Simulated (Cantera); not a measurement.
Mixture: CH4 : O2 : N2 = 1 : 2.41 : 9.06 (molar parts), equivalence ratio 0.83, at 2.17 atm, adiabatic and at constant pressure. Ignition delay is the time to a rise of 400 K.

Model: GRI-Mech 3.0 (53 species, 325 reactions), integrated in Cantera.

### Question
What does this change do: pressure from 2.17 atm to 39.5 atm?

### Answer
```
quantity                                                before       after
--------------------------------------------------  ----------  ----------
delay at 1125 K                                        59.4 ms     2.60 ms
delay at 1225 K                                        14.6 ms    0.719 ms
delay at 1325 K                                        4.11 ms    0.243 ms
delay at 1425 K                                        1.30 ms     93.4 µs
delay at 1525 K                                       0.468 ms     39.4 µs
apparent activation energy between 1475 and 1575 K  190 kJ/mol  160 kJ/mol
```
The pressure lies above the range GRI-Mech 3.0 was tuned for (to about 10 atm).

### Question
What does this change do: pressure from 2.17 atm to 0.572 atm?

### Answer
```
quantity                                                before       after
--------------------------------------------------  ----------  ----------
delay at 1125 K                                        59.4 ms     0.206 s
delay at 1225 K                                        14.6 ms     45.3 ms
delay at 1325 K                                        4.11 ms     11.7 ms
delay at 1425 K                                        1.30 ms     3.59 ms
delay at 1525 K                                       0.468 ms     1.32 ms
apparent activation energy between 1475 and 1575 K  190 kJ/mol  180 kJ/mol
```
